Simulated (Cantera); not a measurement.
Charge: 1 mol MgO, 1.5 mol SO2, 0.36 mol O2, at 1.00 bar.

These are equilibrium values from Cantera (NASA tables, ideal gas, pure condensed phases), not measurements of a reactor. Candidate condensed phases: Mg, MgO, MgS, MgSO4, S; 14 gas species. Mutual solubility and eutectic melting of coexisting phases are not modelled. Gases not in the tables: S3 to S7. The numbers say what is thermodynamically allowed, not how fast it happens.

x: gas mole fraction; n: condensed amount in mol.

| T (K) | x SO2 | x S2 | x S8 | x S2O | x SO3 | n MgSO4(s) | n MgO(s) |
|---|---|---|---|---|---|---|---|
| 625 | 0.952 | 0.00179 | 0.0457 | 0.000661 | 6.15e-10 | 1.00 | 0 |
| 675 | 0.947 | 0.00742 | 0.0439 | 0.00181 | 1.38e-9 | 1.00 | 0 |
| 725 | 0.933 | … | … | … | … | 1.00 | 0 |
| 775 | 0.901 | 0.0650 | 0.0262 | 0.00816 | 4.93e-9 | 1.00 | 0 |
| 825 | 0.855 | 0.124 | 0.00841 | 0.0125 | 8.43e-9 | 1.00 | 0 |
| 875 | 0.991 | 0.00757 | 4.27e-9 | 0.00159 | 4.22e-8 | 0.746 | 0.254 |
| 925 | 1.000 | 2.30e-5 | <1e-12 | 2.01e-5 | 3.37e-7 | 0.720 | 0.280 |
| 975 | 1.000 | 1.25e-7 | <1e-12 | 3.91e-7 | 2.16e-6 | 0.720 | 0.280 |
| 1025 | 1.000 | 1.16e-9 | <1e-12 | 1.15e-8 | 1.15e-5 | 0.720 | 0.280 |
| 1075 | 1.000 | 1.72e-11 | <1e-12 | 4.77e-10 | 5.19e-5 | 0.720 | 0.280 |
| 1125 | 1.000 | <1e-12 | <1e-12 | 2.70e-11 | 0.000204 | 0.720 | 0.280 |
| 1175 | 0.999 | <1e-12 | <1e-12 | … | … | 0.719 | 0.281 |
| 1225 | 0.998 | <1e-12 | <1e-12 | <1e-12 | 0.00220 | 0.718 | 0.282 |
| 1275 | 0.992 | <1e-12 | <1e-12 | <1e-12 | 0.00623 | 0.712 | 0.288 |

Question: Some entries are withheld; supply them.

Answer: 
- 1175, x S2O: 1.99e-12
- 1175, x SO3: 0.000707
- 725, x S2: 0.0246
- 725, x S8: 0.0385
- 725, x S2O: 0.00419
- 725, x SO3: 2.74e-9
